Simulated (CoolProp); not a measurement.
A Linde-Hampson liquefier for methane: isothermal reversible compression at 290 K from 1 atm to 20 MPa, throttling to 1 atm, return gas leaving the recuperator 2 K below the feed. Each further row changes one setting.

Values from CoolProp's reference Helmholtz-energy equation of state, Setzmann 1991.

```
case                        liquid yield per pass  compression work (kJ/kg of gas)
--------------------------  ---------------------  -------------------------------
as stated                                       …                              747
high pressure 40 MPa                            …                                …
warm-end temperature 320 K                  0.157                                …
warm-end gap 7 K                                …                              747
```

Q: Fill in the missing entries.

A: 
- as stated, liquid yield per pass: 0.212
- high pressure 40 MPa, liquid yield per pass: 0.264
- high pressure 40 MPa, compression work (kJ/kg of gas): 840
- warm-end temperature 320 K, compression work (kJ/kg of gas): 842
- warm-end gap 7 K, liquid yield per pass: 0.202
